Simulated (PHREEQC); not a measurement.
Solution (10 °C): 0.0017 mol/kgw Al2(SO4)3 and 0.029 mol/kgw MgSO4. Closed to the air; pH follows from the charge balance.

Equilibrium calculation in PHREEQC: ion-association model, phreeqc.dat.

This is a speciation only: nothing precipitates in the calculation.

Problem. Order these Al species by the share of Al that they hold, largest first: AlOH+2, Al+3, Al(SO4)2-, AlSO4+.

Solution. AlSO4+ (69 %), Al(SO4)2- (17 %), Al+3 (13 %), AlOH+2 (1.1 %)

Problem. Order these S species by the share of S that they hold, largest first: SO4-2, AlSO4+, Al(SO4)2-, MgSO4.

Solution. SO4-2 (59 %), MgSO4 (30 %), AlSO4+ (6.9 %), Al(SO4)2- (3.3 %)

The pH is 4.68 and the ionic strength 0.0815 mol/kgw. Examples of supersaturated solids here: Gibbsite (slow to form). Others may be too. At this temperature some constants are extrapolated from 25 °C, and those without enthalpy data are left unchanged.
